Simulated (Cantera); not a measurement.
Charge: 1 mol Na2CO3, 5 mol SO3, 5.8 mol H2O, 1.8 mol O2, held at 1673.15 K and 1.00 bar.

These are equilibrium values from Cantera (NASA tables, ideal gas, pure condensed phases), not measurements of a reactor. Candidate condensed phases: C, C6H6, C7H8, C8H18, H2O, H2SO4, Na, NaOH, NaO2, Na2CO3, Na2O, Na2O2, Na2S, Na2SO4, S; 131 gas species. Condensed phases not in the tables: pyrosulfates. Kinetics and transport are ignored.

Base state: H2O 0.397, SO2 0.272, O2 0.259, CO2 0.0685, SO3 0.00235, OH 0.000635, Na2SO4 0.000308, NaOH 0.000288 (mole fractions); condensed: Na2SO4(l).

Question: What changes in the equilibrium state with this change: temperature from 1673.15 K to 1898.15 K?

Answer: 
| species | before | after |
|---|---|---|
| H2O | 0.397 | 0.385 |
| SO2 | 0.272 | 0.274 |
| O2 | 0.259 | 0.258 |
| NaOH | 0.000288 | 0.00972 |
| Na2SO4 | 0.000308 | 0.00276 |
| CO2 | 0.0685 | 0.0673 |
| Na | 3.40e-6 | 0.000530 |
| NaO | 3.66e-7 | 4.64e-5 |
| SO | 2.30e-6 | 3.03e-5 |
| CO | 6.73e-6 | 7.15e-5 |
| Na2SO4(l), mol | 0.993 | 0.883 |
